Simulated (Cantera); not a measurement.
What does this Cantera script print?

```python
import numpy as np
import cantera as ct

gas_names = """
    CL CL2 H HCL H2 Si SiCL SiCL2 SiCL3 SiCL4 SiH SiHCL3 SiH2 SiH2CL2 SiH3 SiH3CL SiH4 Si2 Si3
""".split()
cond_names = """
    Si(cr) Si(L)
""".split()


# ... load() reads the species with a 1 bar reference pressure and builds the phases ...
atoms = {
    'Si': {'Si': 1},
    'Cl2': {'CL': 2},
    'H2': {'H': 2},
}
top_T = {}  # K; cautious upper limits of use, not melting points


# ... equilibrate(T, P, feed) seeds the gas with the atoms and calls Mixture.equilibrate('TP', solver="vcs", rtol=1e-11, max_steps=5000) ...
results = []
feed = {'Si': 1, 'Cl2': 2, 'H2': 18}  # mol
T = 1348.15  # K
P = 10000  # Pa
mix = equilibrate(T, P, feed)
results.append((T, P, feed, dict(zip(mix.species_names, mix.species_moles))))
x = sorted(zip(gas.X, gas.species_names), reverse=True)
print(f"T = {T:g} K  P = {P:g} Pa  gas = {mix.phase_moles(0):.4g} mol")
print("   x: " + "  ".join(f"{s} {v:.3e}" for v, s in x if v > 0.001))
print("   condensed (mol): " + ("  ".join(f"{mix.phase(i).name} {mix.phase_moles(i):.4g}"
      for i in range(1, mix.n_phases) if mix.phase_moles(i) > 1e-12) or "none"))
```

Result:

```
T = 1348.15 K  P = 10000 Pa  gas = 19.72 mol
   x: H2 8.652e-01  HCL 9.078e-02  SiCL2 2.673e-02  SiCL4 7.044e-03  SiCL3 6.125e-03  SiHCL3 3.813e-03
   condensed (mol): Si(cr) 0.1319
```

Equilibrium computed with Cantera from the NASA thermochemical tables; the gas is ideal and each condensed phase is pure. The tables' values for SiCl3 are old estimates; treat these amounts as uncertain.
